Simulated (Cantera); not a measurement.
Input: 1 mol (CH3)2SiCl2, 14 mol H2, held at 17.3 Torr.

Method: chemical equilibrium by Gibbs-energy minimisation in Cantera with the NASA 1993 tables (ideal gas, pure condensed phases). Candidate condensed phases: C, C6H6, C7H8, C8H18, Si, SiC; 109 gas species. The feed counts by its element totals alone. Gases not in the tables: Si2H6 and higher silanes. Kinetics and transport are ignored.

Which condensed phases are stable at each of these points (T (K)): 1823, 1898, 1973, 2048, 2123, 2198, 2273, 2348, 2423, 2498, 2573, 2648?


```
T (K)      condensed phases  Si condensed (%)
-----  --------------------  ----------------
1823   C(graphite) + SiC(s)              98.0
1898   C(graphite) + SiC(s)              97.5
1973   C(graphite) + SiC(s)              96.9
2048   C(graphite) + SiC(s)              96.0
2123   C(graphite) + SiC(s)              94.3
2198   C(graphite) + SiC(s)              90.9
2273   C(graphite) + SiC(s)              83.2
2348   C(graphite) + SiC(s)              65.4
2423   C(graphite) + SiC(s)              23.8
2498            C(graphite)               0.0
2573            C(graphite)               0.0
2648            C(graphite)               0.0
```

From 1823 K to 2423 K the condensed part is C(graphite) + SiC(s). From 2498 K to 2648 K the condensed part is C(graphite).
